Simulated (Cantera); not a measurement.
Charge: 1 mol Ca(OH)2, 0.23 mol C, 0.15 mol H2O, at 1048 K and 0.0825 Torr.

These are equilibrium values from Cantera (NASA tables, ideal gas, pure condensed phases), not measurements of a reactor. Candidate condensed phases: C, C6H6, C7H8, C8H18, Ca, CaCO3, CaO, Ca(OH)2, H2O; 115 gas species. The numbers say what is thermodynamically allowed, not how fast it happens.

### Question
What is the equilibrium state?

### Answer
| Property | Value |
|---|---|
| x(H2O) | 0.550 |
| x(H2) | 0.283 |
| x(CO2) | 0.116 |
| x(CO) | 0.0504 |
| n(CaO(s)) | 1.00 mol |
| gas amount | 1.380 mol |
| log10 activity of C(graphite) (absent) | -6.27 |
| log10 activity of Ca(s) (absent) | -16.99 |
